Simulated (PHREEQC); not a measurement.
Consider water at 25 °C with 0.0029 mol/kgw CdCl2, 6.4e-05 mol/kgw KCl and 0.0014 mol/kgw FeSO4. Closed to the air; pH follows from the charge balance.

Model: ion-association model, wateq4f.dat, run in PHREEQC.

```yaml
pH: 6.12
ionic_strength: 0.0116 mol/kgw
```

```json
[
 {"species": "Cl-", "molality": "0.00520", "activity": "0.00465", "log γ": "-0.049"},
 {"species": "Cd+2", "molality": "0.00200", "activity": "0.00129", "log γ": "-0.191"},
 {"species": "Fe+2", "molality": "0.00129", "activity": "0.000851", "log γ": "-0.181"},
 {"species": "SO4-2", "molality": "0.00104", "activity": "0.000677", "log γ": "-0.187"},
 {"species": "CdCl+", "molality": "0.000637", "activity": "0.000571", "log γ": "-0.048"},
 {"species": "CdSO4", "molality": "0.000250", "activity": "0.000251", "log γ": "0.001"},
 {"species": "FeSO4", "molality": "0.000102", "activity": "0.000102", "log γ": "0.001"},
 {"species": "K+", "molality": "6.37e-5", "activity": "5.69e-5", "log γ": "-0.049"},
 {"species": "CdCl2", "molality": "1.10e-5", "activity": "1.10e-5", "log γ": "0.001"}
]
```

This is a speciation only: nothing precipitates in the calculation.
